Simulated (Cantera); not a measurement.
A perfectly stirred reactor is fed with 7.84 % CH₄, 19.4 % O₂, 72.8 % N₂, equivalence ratio 0.81, at 825 Torr; it is adiabatic with a 500 K inlet, and is followed from long to short residence time, starting on the burning branch (τ in s: 0.077, 0.038, 0.019, 0.0096, 0.0048, 0.0024, 0.0012, 0.00059, 0.0003, 0.00015, 7.4e-05).

Detailed kinetics in Cantera: GRI-Mech 3.0 (53 species, 325 reactions).

**Question.** Predict: blow-out, bracketed by the residence times tried; x(CH₄) at τ = 77.0 ms; x(O₂) at τ = 77.0 ms; x(CO) at τ = 77.0 ms; x(CH₄) at τ = 2.40 ms; x(O₂) at τ = 2.40 ms; x(C₂H₄) at τ = 2.40 ms; x(CH₂CO) at τ = 2.40 ms; x(CO) at τ = 2.40 ms.

**Answer.** 
```
Quantity                                                                           Value
------------------------------------------------  --------------------------------------
blow-out, bracketed by the residence times tried  burning at 74.0 µs, the shortest tried
x(CH₄) at τ = 77.0 ms                                                            4.12e-6
x(O₂) at τ = 77.0 ms                                                              0.0368
x(CO) at τ = 77.0 ms                                                             0.00217
x(CH₄) at τ = 2.40 ms                                                            5.37e-5
x(O₂) at τ = 2.40 ms                                                              0.0403
x(C₂H₄) at τ = 2.40 ms                                                           1.31e-8
x(CH₂CO) at τ = 2.40 ms                                                          1.44e-8
x(CO) at τ = 2.40 ms                                                             0.00859
```
